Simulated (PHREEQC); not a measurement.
# Spent oxide etchant: speciation

Make-up at 25 °C: 0.099 mol/kgw NH4HF2 and 0.00048 mol/kgw (NH4)2SiF6. Closed to the air; pH follows from the charge balance.

All values are PHREEQC results (ion-association model, wateq4f.dat), not measurements.

The pH comes out as 3.18, the ionic strength comes out as 0.101 mol/kgw and the total alkalinity is -101 meq/kg.

| species | molality | activity | log γ |
|---|---|---|---|
| NH4+ | 0.1000 | 0.0780 | -0.108 |
| F- | 0.0808 | 0.0614 | -0.119 |
| HF | 0.0600 | 0.0614 | 0.010 |
| HF2- | 0.0190 | 0.0145 | -0.119 |
| H2F2 | 0.00959 | 0.00982 | 0.010 |
| H+ | 0.000808 | 0.000666 | -0.084 |
| SiF6-2 | 0.000480 | 0.000180 | -0.426 |
| NH3 | 6.67e-8 | 6.67e-8 | 0.000 |

This is a speciation only: nothing precipitates in the calculation. Species that the database lacks are ignored. wateq4f.dat counts part of the HF as a dimer, H2F2, which phreeqc.dat doesn't know; its constant is uncertain. SiF6-2 is the database's only silicon fluoride.
